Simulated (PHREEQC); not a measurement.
Solution (25 °C): 0.015 mol Na2S, 0.0043 mol NaCl and 0.0011 mol FeCl2 per kg of water. It is in equilibrium with CO2 at log p = -1 (atm). Otherwise closed; pH follows from the charge balance.

The numbers come from PHREEQC with the ion-association model, phreeqc.dat.

Each row changes one thing in this solution. This is a speciation only: nothing precipitates in the calculation.

| case | pH | ionic strength (mol/kgw) | HCO3- (mol/kgw) | NaHCO3 (mol/kgw) | CO3-2 (mol/kgw) | FeHCO3+ (mol/kgw) | SI of Siderite (FeCO3) | SI of Halite (NaCl) |
|---|---|---|---|---|---|---|---|---|
| as made | 7.04 | 0.0340 | 0.0196 | 0.000267 | 1.65e-5 | 3.53e-8 | -1.92 | -5.37 |
| diluted 100-fold with water | 5.29 | 0.000380 | 0.000301 | 5.56e-8 | 2.94e-9 | 2.93e-7 | (withheld) | -9.24 |
| Na2S left out | 4.39 | 0.00762 | 4.08e-5 | 8.22e-8 | 6.15e-11 | 3.14e-6 | -2.59 | -6.20 |
| 0.0012 mol/kgw NaHCO3 added | 7.06 | 0.0352 | 0.0206 | 0.000289 | 1.83e-5 | 3.55e-8 | -1.90 | -5.36 |
| FeCl2 replaced by FeSO4 at the same molality | 7.04 | 0.0350 | 0.0196 | 0.000266 | 1.65e-5 | 3.54e-8 | -1.92 | -5.56 |
| 0.0029 mol/kgw HCl added | 6.98 | (withheld) | 0.0171 | 0.000234 | 1.26e-5 | 3.52e-8 | -1.98 | -5.21 |
| Na2S from 0.015 to 0.0075 mol/kgw | 6.78 | 0.0192 | 0.0103 | 8.47e-5 | 4.24e-6 | 2.71e-7 | -1.29 | -5.59 |

### Question
Fill in the missing entries.

### Answer

- diluted 100-fold with water, SI of Siderite (FeCO3): -2.69
- 0.0029 mol/kgw HCl added, ionic strength (mol/kgw): 0.0341

Some of these states are supersaturated (in Mackinawite, FeS(ppt), for instance).
